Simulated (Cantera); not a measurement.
Feed: 1 mol CuO, a varied amount of CH4, 0.37 mol N2, at 13.3 mbar.

These are equilibrium values from Cantera (NASA tables, ideal gas, pure condensed phases), not measurements of a reactor. Candidate condensed phases: C, C6H6, C7H8, C8H18, Cu, CuO, Cu(OH)2, Cu2O, H2O; 139 gas species. Kinetics and transport are ignored.

What condenses at these points (T in K, n(CH4) in mol): (2023, 0.42); (1198, 1.2); (1273, 0.42); (1798, 3.6); (1948, 3.6); (2023, 5.2); (1873, 2)?


```csv
T (K),n(CH4) in mol,condensed phases,Cu condensed (%)
2023,0.42,gas only,0.0
1198,1.2,C + Cu,100.0
1273,0.42,Cu,100.0
1798,3.6,C + Cu,64.4
1948,3.6,C,0.0
2023,5.2,C,0.0
1873,2,C + Cu,45.6
```
